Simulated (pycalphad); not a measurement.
Source of the numbers: pycalphad with the COST 507 light-alloy database (1999); pressure 1 atm. These are 1990s assessments: newer ones move some temperatures and phases. Kinetics are ignored, which matters at the lower temperatures.

# Si-91.5Fe (wt.%): equilibrium cooling sequence

| T (K) | phases above | phases below |
|---|---|---|
| 1658.9 | liquid | bcc + liquid |
| 1621.8 | bcc + liquid | bcc |
| 1327.1 | bcc | ordered bcc (B2) |

Changes were sought between steps of 75 K, so a narrower field can be missed.
